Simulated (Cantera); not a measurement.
Input: 1 mol SiC, 0.32 mol O2, 160 mol N2, 0.0013 mol H2O, held at 1773.15 K.

Cantera equilibrium calculation (NASA polynomials, part measured and part estimated; ideal gas, pure solids and liquids). Candidate condensed phases: C, C6H6, C7H8, C8H18, H2O, Si, SiC, SiO2, Si2N2O, Si3N4; 151 gas species. Mutual solubility and eutectic melting of coexisting phases are not modelled. The numbers say what is thermodynamically allowed, not how fast it happens.

Question: Which condensed phases are stable at each of these points (P (Pa)): 0.100, 1, 10, 100, 1000, 10000, 100000, 1000000?

Answer: 
```json
[
 {"P (Pa)": "0.100", "condensed phases": "C(graphite)", "Si condensed (%)": "0.0"},
 {"P (Pa)": "1", "condensed phases": "C(graphite) + SiC(s)", "Si condensed (%)": "24.0"},
 {"P (Pa)": "10", "condensed phases": "SiC(s)", "Si condensed (%)": "45.3"},
 {"P (Pa)": "100", "condensed phases": "SiC(s)", "Si condensed (%)": "63.3"},
 {"P (Pa)": "1000", "condensed phases": "SiC(s)", "Si condensed (%)": "67.4"},
 {"P (Pa)": "10000", "condensed phases": "SiC(s) + Si3N4(s)", "Si condensed (%)": "87.2"},
 {"P (Pa)": "100000", "condensed phases": "SiC(s) + Si2N2O(s) + Si3N4(s)", "Si condensed (%)": "99.4"},
 {"P (Pa)": "1000000", "condensed phases": "C(graphite) + Si2N2O(s) + Si3N4(s)", "Si condensed (%)": "100.0"}
]
```

At 0.100 Pa the condensed part is C(graphite). At 1.00 Pa the condensed part is C(graphite) + SiC(s). From 10.0 Pa to 10.0 mbar the condensed part is SiC(s). At 0.100 bar the condensed part is SiC(s) + Si3N4(s). At 1.00 bar the condensed part is SiC(s) + Si2N2O(s) + Si3N4(s). At 10.0 bar the condensed part is C(graphite) + Si2N2O(s) + Si3N4(s).
